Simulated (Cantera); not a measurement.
A closed system holds: 1 mol Cu₂O, 0.84 mol CH₄, 5.2 mol N₂, at 11.0 Pa.

Method: chemical equilibrium by Gibbs-energy minimisation in Cantera with the NASA 1993 tables (ideal gas, pure condensed phases). Candidate condensed phases: C, C₆H₆, C₇H₈, C₈H₁₈, Cu, CuO, Cu(OH)₂, Cu₂O, H₂O; 139 gas species. Kinetics and transport are ignored.

log p: log10 of the partial pressure in bar; n: condensed amount in mol.

```
T (K)  log p N₂  log p H₂  log p CO    log p Cu  log p H₂O  log p CO₂     log p H  n Cu(s)  n Cu(l)
-----  --------  --------  --------  ----------  ---------  ---------  ----------  -------  -------
1075      -4.13     -4.65     -4.95       -9.59      -5.83      -6.10      -10.16     2.00        0
1125      -4.13     -4.65     -4.95  (withheld)      -5.81      -6.15  (withheld)     2.00        0
1175      -4.13     -4.65     -4.95       -8.22      -5.79      -6.19       -9.24     2.00        0
1225      -4.13     -4.65     -4.94       -7.62      -5.77      -6.23       -8.83     2.00        0
1275      -4.13     -4.65     -4.94  (withheld)      -5.76      -6.27  (withheld)     1.99        0
1325      -4.13     -4.66     -4.94       -6.55      -5.75      -6.31       -8.11     1.98        0
1375      -4.13     -4.66     -4.94       -6.08      -5.74      -6.34       -7.79        0     1.94
1425      -4.14     -4.66     -4.95       -5.66      -5.74      -6.38       -7.50        0     1.84
```

Problem. Some entries are withheld; supply them.

Solution. 
- 1275, log p Cu: -7.06
- 1275, log p H: -8.46
- 1125, log p Cu: -8.87
- 1125, log p H: -9.68
